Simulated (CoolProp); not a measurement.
Ethanol along the isobar 58.8 bar: Z from the reference equation and from simpler models built on Tc = 514.7 K, pc = 62.68 bar, ω = 0.644; each cubic takes its own stable root.

Values from CoolProp's reference Helmholtz-energy equation of state, Schroeder 2014.

| T (K) | phase | reference | Soave-Redlich-Kwong | Peng-Robinson |
|---|---|---|---|---|
| 411.3 | liquid | 0.1168 | 0.1414 | 0.1251 |
| 417.4 | liquid | 0.1165 | 0.1415 | 0.1252 |
| 423.6 | liquid | 0.1164 | 0.1418 | 0.1254 |
| 429.8 | liquid | 0.1163 | 0.1423 | ? |
| 435.9 | liquid | 0.1163 | 0.1429 | 0.1264 |
| 442.1 | liquid | 0.1165 | 0.1439 | 0.1272 |
| 448.2 | liquid | 0.1169 | 0.1451 | 0.1283 |
| 454.4 | liquid | 0.1173 | 0.1466 | 0.1297 |
| 460.5 | liquid | 0.1180 | 0.1485 | 0.1314 |
| 466.7 | liquid | 0.1189 | 0.1509 | 0.1336 |
| 472.9 | liquid | 0.1201 | 0.1539 | 0.1364 |
| 479 | liquid | 0.1216 | 0.1577 | 0.1398 |
| 485.2 | liquid | ? | 0.1625 | ? |
| 491.3 | liquid | 0.1263 | 0.1689 | 0.1503 |
| 497.5 | liquid | 0.1304 | 0.1781 | 0.1588 |

Some entries are withheld; supply them.


- 429.8, Peng-Robinson: 0.1258
- 485.2, reference: 0.1236
- 485.2, Peng-Robinson: 0.1443
